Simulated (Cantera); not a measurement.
A perfectly stirred reactor is fed with CH4 : H2 : CO2 = 0.0036 : 1 : 0.0035 (molar parts), at 11.3 Torr; it is held at 2350 K, and followed from long to short residence time.

Cantera simulation using GRI-Mech 3.0 (53 species, 325 reactions); the numbers are that mechanism's predictions, not measurements. Radical loss at walls, strong at low pressure, is not modelled.

| quantity | before | after |
|---|---|---|
| x(CH4) at τ = 2.00 s | 1.83e-5 | 1.71e-5 |
| x(H2) at τ = 2.00 s | 0.917 | 0.920 |
| x(CO2) at τ = 2.00 s | 1.07e-6 | 5.15e-8 |
| x(C2H) at τ = 2.00 s | 1.24e-6 | 6.47e-6 |
| x(OH) at τ = 2.00 s | 7.72e-6 | 2.80e-7 |
| x(CH4) at τ = 0.120 s | 0.000369 | 0.000368 |
| x(H2) at τ = 0.120 s | 0.962 | 0.967 |
| x(CO2) at τ = 0.120 s | 2.12e-5 | 2.15e-6 |
| x(C2H) at τ = 0.120 s | 1.76e-6 | 2.26e-6 |
| x(OH) at τ = 0.120 s | 1.44e-5 | 1.58e-6 |

### Question
Name the change that produced these shifts.
(A) temperature 2350 to 2548 K
(B) pressure from 11.3 Torr to 51.8 Torr
(C) temperature 2350 to 2048 K
(D) CO2 0.0035 to 0.00039 parts

### Answer
D, CO2 0.0035 to 0.00039 parts
